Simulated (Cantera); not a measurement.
Feed: 1 mol MgO, a varied amount of NF3, at 1375 K and 1.33 mbar.

Method: chemical equilibrium by Gibbs-energy minimisation in Cantera with the NASA 1993 tables (ideal gas, pure condensed phases). Candidate condensed phases: Mg, MgF2, MgO; 24 gas species. Kinetics and transport are ignored.

Task: At 5.1 mol NF3, list the 6 most abundant gas species with their mole fractions, and the condensed phases.

Result: F 0.811, N2 0.156, O2 0.0305, MgF2 0.00275, F2 0.000398, NO 0.000106. Condensed: MgF2(s).
